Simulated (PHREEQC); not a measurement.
A solution holds 0.23 mol ZnCl2, 0.05 mol H3BO3 and 0.0066 mol H2SO4 per kg of water, at 52 °C. Closed to the air; pH follows from the charge balance.

Equilibrium calculation in PHREEQC: ion-association model, wateq4f.dat.

This is a speciation only: nothing precipitates in the calculation.

Question: Predict the pH.

Answer: pH 2.04.

Question: In which forms is S present?

Answer: ZnSO4 49 %, SO4-2 33 %, HSO4- 17 %, Zn(SO4)2-2 1.2 % of the S.

Constants without temperature data keep their 25 °C values here.
